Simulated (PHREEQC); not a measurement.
Nickel, zinc or cadmium bath: an equilibrium model

Make-up at 41 °C: 0.27 mol/kgw CdCl2, 0.0118 mol/kgw Na2SO4 and 0.63 mol/kgw HCl. Closed to the air; pH follows from the charge balance.

Model: ion-association model, phreeqc.dat, run in PHREEQC.

No solid was allowed to form.

Estimate the pH.

pH 0.34.

In which forms is Cl present?

Cl- 58 %, CdCl2 19 %, CdCl3- 15 %, CdCl+ 8.2 % of the Cl.

Ionic strength above about 0.7 mol/kgw puts this run outside the model's range. Constants without temperature data keep their 25 °C values here.
